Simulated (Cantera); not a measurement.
Premixed flame

A freely propagating, adiabatic, planar premixed flame of H₂ : O₂ : N₂ = 1 : 0.357 : 1.25 (molar parts), equivalence ratio 1.4, unburnt at 675 K and 2780 Torr; mixture-averaged transport, grid criteria slope 0.08 and curve 0.16, no radiation.

Computed with Cantera and the H2/O2 subset of GRI-Mech 3.0, which has no nitrogen chemistry. The hydrogen kinetics of GRI-Mech 3.0 are dated; newer H2 mechanisms differ, most at raised pressure. Burning velocities carry a grid error of a few per cent, more on coarse grids.

| z (mm) | T (K) | u (m/s) | x H₂ | x O₂ | x O | x H | x H₂O | x OH |
|---|---|---|---|---|---|---|---|---|
| -0.262 | 675 | 12.1 | 0.384 | 0.137 | <1e-8 | <1e-8 | <1e-8 | <1e-8 |
| -0.174 | 675 | 12.1 | 0.384 | 0.137 | <1e-8 | <1e-8 | <1e-8 | <1e-8 |
| -0.131 | 675 | 12.1 | 0.384 | 0.137 | <1e-8 | <1e-8 | <1e-8 | <1e-8 |
| -0.0872 | 675 | 12.1 | 0.384 | 0.137 | <1e-8 | 4.28e-8 | 3.69e-7 | <1e-8 |
| -0.0436 | 697 | 12.4 | 0.379 | 0.137 | 1.13e-5 | 0.000194 | 0.000847 | 6.05e-5 |
| -0.0218 | 932 | 16.2 | 0.343 | 0.131 | 0.000449 | 0.00655 | 0.0217 | 0.00113 |
| 0 | 1398 | 23.4 | 0.241 | 0.0913 | 0.00450 | 0.0383 | 0.110 | 0.00441 |
| 0.0218 | 1736 | 28.6 | 0.148 | 0.0353 | 0.00766 | 0.0667 | 0.213 | 0.0104 |
| 0.0436 | 1901 | 31.1 | 0.119 | 0.0142 | 0.00738 | 0.0696 | 0.252 | 0.0138 |
| 0.0872 | 2065 | 33.4 | 0.114 | 0.00663 | 0.00596 | 0.0590 | 0.269 | 0.0157 |
| 0.174 | 2224 | 35.6 | 0.117 | 0.00424 | 0.00405 | 0.0443 | 0.279 | 0.0153 |
| 0.349 | 2368 | 37.5 | 0.119 | 0.00249 | 0.00235 | 0.0310 | 0.290 | 0.0133 |
| 0.698 | 2480 | 38.9 | 0.120 | 0.00127 | 0.00118 | 0.0207 | 0.299 | 0.0104 |
x: mole fraction of selected species; z is measured from the peak of heat release.

```yaml
laminar_burning_velocity: 1210 cm/s
thermal_thickness: 0.0872 mm
peak x(O): 0.00773
peak x(H): 0.0703
peak x(OH): 0.0158
grid_points: 126
```
